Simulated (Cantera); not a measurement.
Input: 1 mol trisilylamine, 45 mol N₂, 5.3 mol H₂, 5.3 mol NH₃, equilibrated at 1402 °C and 0.000210 bar.

Equilibrium computed with Cantera from the NASA thermochemical tables; the gas is ideal and each condensed phase is pure. Candidate condensed phases: Si, Si₃N₄; 18 gas species. The feed counts by its element totals alone. The tables' values for SiN are old estimates; treat these amounts as uncertain. Equilibrium is a limit: real reactors are often held back by kinetics, nucleation or transport.

Base state: N₂ 0.728, H₂ 0.266, H 0.00413, Si 0.00207, Si₂N 3.03e-5, SiH 2.59e-5, SiN 1.68e-5 (mole fractions); condensed: Si(s).

Q: What changes in the equilibrium state with this change: temperature from 1402 °C to 977 °C?

A: 
```
species         before    after
-------------  -------  -------
N₂               0.728    0.722
H₂               0.266    0.278
H              0.00413  1.76e-5
Si             0.00207    <1e-9
Si₂N           3.03e-5    <1e-9
SiH            2.59e-5    <1e-9
SiN            1.68e-5    <1e-9
Si(s), mol        2.85        0
Si₃N₄(s), mol        0     1.00
```
